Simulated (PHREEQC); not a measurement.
## Arsenic or selenium liquor

A solution holds 0.064 mol/kgw Na2HAsO4, 0.051 mol/kgw H3PO4, 0.0001 mol/kgw ZnSO4 and 0.035 mol/kgw NaCl, at 25 °C. Closed to the air; pH follows from the charge balance.

All values are PHREEQC results (ion-association model, wateq4f.dat), not measurements.

This is a speciation only: nothing precipitates in the calculation.

### Question
Estimate the pH.

### Answer
pH 5.89.

### Question
In which forms is As present?

### Answer
H2AsO4- 89 %, HAsO4-2 11 % of the As.

Examples of supersaturated solids here: Zn3(PO4)2:4w. Others may be too. Species that the database lacks are ignored. H3PO4, which wateq4f.dat lacks, is added to it with the constant of phreeqc.dat. The database has no phosphate complexes of Zn. The database has no arsenate complexes of Zn.
